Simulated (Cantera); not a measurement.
A freely propagating, adiabatic, planar premixed flame of 19.3 % H2, 16.9 % O2, 63.7 % N2, equivalence ratio 0.57, unburnt at 525 K and 0.560 bar; mixture-averaged transport, grid criteria slope 0.08 and curve 0.16, no radiation.

Detailed kinetics in Cantera: the H2/O2 subset of GRI-Mech 3.0, which has no nitrogen chemistry. Burning velocities carry a grid error of a few per cent, more on coarse grids. Lean hydrogen flames are cellular in practice and burn faster than this planar one.

Task: Predict: laminar burning velocity; thermal thickness; peak x(H); peak x(O); peak x(OH); peak x(HO2).

Result: 
```json
{
 "laminar_burning_velocity": "303 cm/s",
 "thermal_thickness": "0.854 mm",
 "peak x(H)": "0.0210",
 "peak x(O)": "0.0112",
 "peak x(OH)": "0.0100",
 "peak x(HO2)": "0.000224"
}
```
